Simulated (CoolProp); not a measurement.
Properties of normal hydrogen along the isobar 101 kPa.

Values from CoolProp's reference Helmholtz-energy equation of state, Leachman 2009.

```csv
T (K),phase,cv (kJ/(kg K)),speed of sound (m/s),Joule-Thomson coefficient (K/MPa),expansivity (1/kK),fugacity coefficient
32.3,gas,6.228,466.0,9.069,33.31,0.9731
63.5,gas,6.304,658.3,3.253,15.96,0.9964
94.7,gas,6.927,790.2,1.499,10.61,0.9996
126,gas,7.835,891.6,0.7085,7.950,1.000
157.2,gas,8.636,979.8,0.3021,6.365,1.001
188.4,gas,9.234,1061,0.06607,5.308,1.001
219.6,gas,9.652,1138,-0.08525,4.553,1.001
250.8,gas,9.932,1211,-0.1901,3.986,1.001
282,gas,10.11,1281,-0.2670,3.545,1.001
313.2,gas,10.23,1347,-0.3261,3.192,1.001
```
